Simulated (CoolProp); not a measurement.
Properties of n-hexane along the isobar 16.2 MPa.

Values from CoolProp's reference Helmholtz-energy equation of state, Thol 2019.

```json
[
 {"T (°C)": "232.65", "phase": "liquid", "cv (kJ/(kg K))": "2.561", "isothermal compressibility (1/MPa)": "0.008241", "expansivity (1/kK)": "2.083", "viscosity (µPa s)": "87.8", "Prandtl number": "3.00", "fugacity coefficient": "0.2231"},
 {"T (°C)": "241.25", "phase": "supercritical", "cv (kJ/(kg K))": "2.591", "isothermal compressibility (1/MPa)": "0.009016", "expansivity (1/kK)": "2.150", "viscosity (µPa s)": "84.0", "Prandtl number": "2.93", "fugacity coefficient": "0.2419"},
 {"T (°C)": "249.75", "phase": "supercritical", "cv (kJ/(kg K))": "2.620", "isothermal compressibility (1/MPa)": "0.009859", "expansivity (1/kK)": "2.219", "viscosity (µPa s)": "80.4", "Prandtl number": "2.86", "fugacity coefficient": "0.2610"},
 {"T (°C)": "258.35", "phase": "supercritical", "cv (kJ/(kg K))": "2.649", "isothermal compressibility (1/MPa)": "0.01080", "expansivity (1/kK)": "2.290", "viscosity (µPa s)": "77.0", "Prandtl number": "2.79", "fugacity coefficient": "0.2808"},
 {"T (°C)": "266.85", "phase": "supercritical", "cv (kJ/(kg K))": "2.677", "isothermal compressibility (1/MPa)": "0.01181", "expansivity (1/kK)": "2.363", "viscosity (µPa s)": "73.8", "Prandtl number": "2.72", "fugacity coefficient": "0.3006"},
 {"T (°C)": "275.45", "phase": "supercritical", "cv (kJ/(kg K))": "2.705", "isothermal compressibility (1/MPa)": "0.01292", "expansivity (1/kK)": "2.436", "viscosity (µPa s)": "70.7", "Prandtl number": "2.65", "fugacity coefficient": "0.3210"},
 {"T (°C)": "284.05", "phase": "supercritical", "cv (kJ/(kg K))": "2.733", "isothermal compressibility (1/MPa)": "0.01413", "expansivity (1/kK)": "2.510", "viscosity (µPa s)": "67.9", "Prandtl number": "2.59", "fugacity coefficient": "0.3416"},
 {"T (°C)": "292.55", "phase": "supercritical", "cv (kJ/(kg K))": "2.760", "isothermal compressibility (1/MPa)": "0.01542", "expansivity (1/kK)": "2.581", "viscosity (µPa s)": "65.2", "Prandtl number": "2.52", "fugacity coefficient": "0.3621"},
 {"T (°C)": "301.15", "phase": "supercritical", "cv (kJ/(kg K))": "2.787", "isothermal compressibility (1/MPa)": "0.01681", "expansivity (1/kK)": "2.651", "viscosity (µPa s)": "62.6", "Prandtl number": "2.46", "fugacity coefficient": "0.3828"},
 {"T (°C)": "309.75", "phase": "supercritical", "cv (kJ/(kg K))": "2.814", "isothermal compressibility (1/MPa)": "0.01829", "expansivity (1/kK)": "2.717", "viscosity (µPa s)": "60.2", "Prandtl number": "2.40", "fugacity coefficient": "0.4036"},
 {"T (°C)": "318.25", "phase": "supercritical", "cv (kJ/(kg K))": "2.839", "isothermal compressibility (1/MPa)": "0.01983", "expansivity (1/kK)": "2.778", "viscosity (µPa s)": "58.0", "Prandtl number": "2.34", "fugacity coefficient": "0.4241"},
 {"T (°C)": "326.85", "phase": "supercritical", "cv (kJ/(kg K))": "2.865", "isothermal compressibility (1/MPa)": "0.02146", "expansivity (1/kK)": "2.833", "viscosity (µPa s)": "55.8", "Prandtl number": "2.28", "fugacity coefficient": "0.4448"}
]
```

Viscosity comes from a separate model (Michailidou 2013). Thermal conductivity comes from a separate model (Assael 2013).
